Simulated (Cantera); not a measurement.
Cantera run:

```python
import numpy as np
import cantera as ct

gas_names = [...]  # 148 gases of nasa_gas.yaml made of Al, C, H, N, O
cond_names = """
    AL(cr) AL(L) ALN(s) AL2O3(a) AL2O3(L) C(gr) C6H6(L) C7H8(L) C8H18(L),n-octa H2O(s) H2O(L)
""".split()


# ... load() reads the species with a 1 bar reference pressure and builds the phases ...
atoms = {
    'Al(CH3)3': {'AL': 1, 'C': 3, 'H': 9},
    'O2': {'O': 2},
    'N2': {'N': 2},
    'N2O': {'N': 2, 'O': 1},
}
top_T = {'ALN(s)': 2750, 'C(gr)': 4500}  # K; cautious upper limits of use, not melting points


# ... equilibrate(T, P, feed) seeds the gas with the atoms and calls Mixture.equilibrate('TP', solver="vcs", rtol=1e-11, max_steps=5000) ...
results = []
feed = {'Al(CH3)3': 1, 'O2': 9.4, 'N2': 55, 'N2O': 22}  # mol
P = 100000  # Pa
for T in [673, 773, 873, 973, 1073, 1173, 1273, 1373, 1473, 1573, 1673, 1773, 1873, 1973]:
    mix = equilibrate(T, P, feed)
    results.append((T, P, feed, dict(zip(mix.species_names, mix.species_moles))))
    x = sorted(zip(gas.X, gas.species_names), reverse=True)
    print(f"T = {T:g} K  P = {P:g} Pa  gas = {mix.phase_moles(0):.4g} mol")
    print("   x: " + "  ".join(f"{s} {v:.3e}" for v, s in x if v > 1e-06))
    print("   condensed (mol): " + ("  ".join(f"{mix.phase(i).name} {mix.phase_moles(i):.4g}"
          for i in range(1, mix.n_phases) if mix.phase_moles(i) > 1e-12) or "none"))
```

Output:

```
T = 673 K  P = 100000 Pa  gas = 98.9 mol
   x: N2 7.786e-01  O2 1.456e-01  H2O 4.550e-02  CO2 3.033e-02
   condensed (mol): AL2O3(a) 0.5
T = 773 K  P = 100000 Pa  gas = 98.9 mol
   x: N2 7.786e-01  O2 1.456e-01  H2O 4.550e-02  CO2 3.033e-02  NO 1.026e-06
   condensed (mol): AL2O3(a) 0.5
T = 873 K  P = 100000 Pa  gas = 98.9 mol
   x: N2 7.786e-01  O2 1.456e-01  H2O 4.550e-02  CO2 3.033e-02  NO 5.231e-06
   condensed (mol): AL2O3(a) 0.5
T = 973 K  P = 100000 Pa  gas = 98.9 mol
   x: N2 7.786e-01  O2 1.456e-01  H2O 4.550e-02  CO2 3.033e-02  NO 1.908e-05  NO2 1.041e-06
   condensed (mol): AL2O3(a) 0.5
T = 1073 K  P = 100000 Pa  gas = 98.9 mol
   x: N2 7.785e-01  O2 1.456e-01  H2O 4.550e-02  CO2 3.033e-02  NO 5.470e-05  NO2 1.531e-06
   condensed (mol): AL2O3(a) 0.5
T = 1173 K  P = 100000 Pa  gas = 98.9 mol
   x: N2 7.785e-01  O2 1.455e-01  H2O 4.550e-02  CO2 3.033e-02  NO 1.310e-04  NO2 2.113e-06  OH 1.266e-06
   condensed (mol): AL2O3(a) 0.5
T = 1273 K  P = 100000 Pa  gas = 98.9 mol
   x: N2 7.784e-01  O2 1.455e-01  H2O 4.550e-02  CO2 3.033e-02  NO 2.737e-04  OH 4.693e-06  NO2 2.775e-06
   condensed (mol): AL2O3(a) 0.5
T = 1373 K  P = 100000 Pa  gas = 98.9 mol
   x: N2 7.783e-01  O2 1.453e-01  H2O 4.549e-02  CO2 3.033e-02  NO 5.133e-04  OH 1.438e-05  NO2 3.506e-06
   condensed (mol): AL2O3(a) 0.5
T = 1473 K  P = 100000 Pa  gas = 98.9 mol
   x: N2 7.781e-01  O2 1.451e-01  H2O 4.548e-02  CO2 3.033e-02  NO 8.837e-04  OH 3.787e-05  NO2 4.294e-06  O 1.063e-06
   condensed (mol): AL2O3(a) 0.5
T = 1573 K  P = 100000 Pa  gas = 98.9 mol
   x: N2 7.778e-01  O2 1.449e-01  H2O 4.545e-02  CO2 3.033e-02  NO 1.419e-03  OH 8.812e-05  NO2 5.128e-06  O 3.975e-06  CO 1.107e-06
   condensed (mol): AL2O3(a) 0.5
T = 1673 K  P = 100000 Pa  gas = 98.91 mol
   x: N2 7.774e-01  O2 1.445e-01  H2O 4.540e-02  CO2 3.033e-02  NO 2.153e-03  OH 1.853e-04  O 1.270e-05  NO2 5.994e-06  CO 3.982e-06  H2 1.803e-06
   condensed (mol): AL2O3(a) 0.5
T = 1773 K  P = 100000 Pa  gas = 98.91 mol
   x: N2 7.769e-01  O2 1.439e-01  H2O 4.531e-02  CO2 3.032e-02  NO 3.113e-03  OH 3.579e-04  O 3.562e-05  CO 1.238e-05  NO2 6.881e-06  H2 4.983e-06
   condensed (mol): AL2O3(a) 0.5
T = 1873 K  P = 100000 Pa  gas = 98.92 mol
   x: N2 7.762e-01  O2 1.432e-01  H2O 4.515e-02  CO2 3.029e-02  NO 4.323e-03  OH 6.436e-04  O 8.945e-05  CO 3.404e-05  H2 1.236e-05  NO2 7.777e-06  H 2.269e-06
   condensed (mol): AL2O3(a) 0.5
T = 1973 K  P = 100000 Pa  gas = 98.94 mol
   x: N2 7.753e-01  O2 1.423e-01  H2O 4.490e-02  CO2 3.024e-02  NO 5.801e-03  OH 1.088e-03  O 2.046e-04  CO 8.432e-05  H2 2.793e-05  NO2 8.671e-06  H 7.130e-06  HO2 1.275e-06
   condensed (mol): AL2O3(a) 0.5
```

Method: chemical equilibrium by Gibbs-energy minimisation in Cantera with the NASA 1993 tables (ideal gas, pure condensed phases). The feed counts by its element totals alone. Gases not in the tables: Al(OH)3.
